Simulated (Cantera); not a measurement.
Cantera run, input and output.

```python
import numpy as np
import cantera as ct

gas = ct.Solution("gri30.yaml")


def delay(T, t_max=10):
    gas.TPX = T, 340000, {'CH4': 1, 'O2': 1.82, 'N2': 6.84, 'CO2': 0.48}
    reactor = ct.IdealGasReactor(gas, clone=False)
    net = ct.ReactorNet([reactor])
    net.rtol, net.atol = 1e-8, 1e-16
    while net.time < t_max:
        t_old, T_old = net.time, reactor.T
        net.step()
        if reactor.T > T + 400:  # ignition: a rise of 400 K
            return t_old + (T + 400 - T_old) / (reactor.T - T_old) * (net.time - t_old)
    return np.nan


taus = []
for T in [1250, 1300, 1350, 1400, 1450, 1500, 1550, 1600, 1650, 1700]:
    taus.append(delay(T))
    print(f"T0 = {T:6g} K   tau = {taus[-1]:.4e} s")
```

It prints:

```
T0 =   1250 K   tau = 8.3250e-03 s
T0 =   1300 K   tau = 4.4779e-03 s
T0 =   1350 K   tau = 2.4745e-03 s
T0 =   1400 K   tau = 1.4021e-03 s
T0 =   1450 K   tau = 8.1394e-04 s
T0 =   1500 K   tau = 4.8422e-04 s
T0 =   1550 K   tau = 2.9563e-04 s
T0 =   1600 K   tau = 1.8555e-04 s
T0 =   1650 K   tau = 1.1988e-04 s
T0 =   1700 K   tau = 7.9771e-05 s
```

Computed with Cantera and GRI-Mech 3.0 (53 species, 325 reactions).
